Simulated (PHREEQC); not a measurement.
1 kg of water holding 0.017 mol/kgw MgCl2 meets 20 L of dry gas (N2 0.57, O2 0.43 by moles) at fixed total pressure, at 10 °C; fugacities by Peng-Robinson. The gases take part in no redox reaction, some water evaporates into the gas, and hydrates or a liquid gas phase aren't modelled. Precipitation was switched off in this run.

The numbers come from PHREEQC with the ion-association model, phreeqc.dat.

| P (atm) | dissolved N2 (mol/kgw) | φ of N2 | p of N2 (atm) | dissolved O2 (mol/kgw) | φ of O2 | p of O2 (atm) |
|---|---|---|---|---|---|---|
| 2 | 0.000952 | 0.999 | 1.13 | 0.00144 | 0.998 | 0.854 |
| 5 | 0.00237 | 0.997 | 2.84 | 0.00359 | 0.994 | 2.14 |
| 10 | 0.00471 | 0.994 | 5.69 | 0.00711 | 0.989 | 4.29 |
| 20 | 0.00926 | 0.988 | 11.4 | 0.0139 | 0.978 | 8.59 |
| 30 | 0.0136 | 0.983 | 17.1 | 0.0204 | 0.967 | 12.9 |
| 40 | 0.0179 | 0.979 | 22.8 | 0.0266 | 0.957 | 17.2 |
| 50 | 0.0220 | 0.974 | 28.5 | 0.0325 | 0.948 | 21.5 |
| 75 | 0.0316 | 0.965 | 42.8 | 0.0461 | 0.926 | 32.2 |
| 100 | 0.0406 | 0.959 | 57.0 | 0.0583 | 0.906 | 43.0 |
| 150 | 0.0568 | 0.952 | 85.5 | 0.0793 | 0.874 | 64.5 |

Species that the database lacks are ignored. Constants without temperature data keep their 25 °C values here.
